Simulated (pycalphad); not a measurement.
All values are pycalphad results on the COST 507 light-alloy database (1999) (1 atm), not direct measurements. These are 1990s assessments: newer ones move some temperatures and phases.

Al-68.6Si (at.%): equilibrium cooling sequence

```tsv
T (°C)	phases above	phases below
1229.8	LIQUID	DIAMOND_A4 + LIQUID
577.0	DIAMOND_A4 + LIQUID	DIAMOND_A4 + FCC_A1
```

Changes were sought between steps of 100 K, so a narrower field can be missed.

FCC_A1 is fcc; DIAMOND_A4 is diamond (Si).
